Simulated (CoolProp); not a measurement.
Vapour-liquid equilibrium of propylene (1) + R22 (2) at 333.4 K; x and y are mole fractions of (1).

Computed with CoolProp (multi-fluid Helmholtz-energy mixture model, Lemmon 2013 and Kamei 1995; pair parameters Bell 2016).

Task: Give the bubble pressure and the first vapour's composition at x = 0.15, 0.25, 0.85. Is there an azeotrope?

Result: x = 0.15: 2.543 MPa, y = 0.168; x = 0.25: 2.593 MPa, y = 0.269; x = 0.85: 2.614 MPa, y = 0.840. y crosses x between x = 0.55 and 0.65: the model has an azeotrope there.

Pair parameters are fitted to limited data, so mixtures are less certain than the pure fluids.
